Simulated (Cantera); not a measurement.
Charge: 1 mol V, 0.085 mol H2O, 14 mol H2, 4.2 mol NH3, equilibrated at 13.3 mbar.

Cantera equilibrium calculation (NASA polynomials, part measured and part estimated; ideal gas, pure solids and liquids). Candidate condensed phases: H2O, V, VN, VO, V2O3, V2O4, V2O5; 28 gas species. Mutual solubility and eutectic melting of coexisting phases are not modelled. VN, VO: taken at fixed stoichiometry. Condensed phases not in the tables: solid solutions among these carbides, nitrides and lower oxides, V2N. Kinetics and transport are ignored. All values below are at 1923 K.

Base state: H2 0.918, N2 0.0742, H 0.00782, H2O 0.000246, V 4.40e-5, VO 4.21e-5 (mole fractions); condensed: VN(s) + VO(s).

**Question.** What changes in the equilibrium state with this change: pressure from 13.3 mbar to 0.190 bar?

**Answer.** 
```json
[
 {"species": "H2", "before": "0.918", "after": "0.923"},
 {"species": "N2", "before": "0.0742", "after": "0.0741"},
 {"species": "H", "before": "0.00782", "after": "0.00208"},
 {"species": "H2O", "before": "0.000246", "after": "0.000935"},
 {"species": "VO", "before": "4.21e-5", "after": "2.95e-6"},
 {"species": "V", "before": "4.40e-5", "after": "8.18e-7"},
 {"species": "VN(s), mol", "before": "0.920", "after": "0.936"},
 {"species": "VO(s), mol", "before": "0.0785", "after": "0.0643"}
]
```
